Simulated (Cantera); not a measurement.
## Chlorosilane synthesis and conversion: Si + HCl + H2

A closed system holds: 1 mol Si, 2 mol HCl, 9 mol H2, equilibrated at 1198 K and 0.270 bar.

These are equilibrium values from Cantera (NASA tables, ideal gas, pure condensed phases), not measurements of a reactor. Candidate condensed phases: Si; 19 gas species. The tables' values for SiCl3 are old estimates; treat these amounts as uncertain. Equilibrium is a limit: real reactors are often held back by kinetics, nucleation or transport.

- x(H2): 0.913
- x(HCl): 0.0441
- x(SiCl4): 0.0215
- x(SiHCl3): 0.0120
- x(SiCl2): 0.00501
- x(SiCl3): 0.00349
- x(SiH2Cl2): 0.000872
- x(SiH3Cl): 1.74e-5
- n(Si(s)): 0.545 mol
- gas amount: 10.62 mol
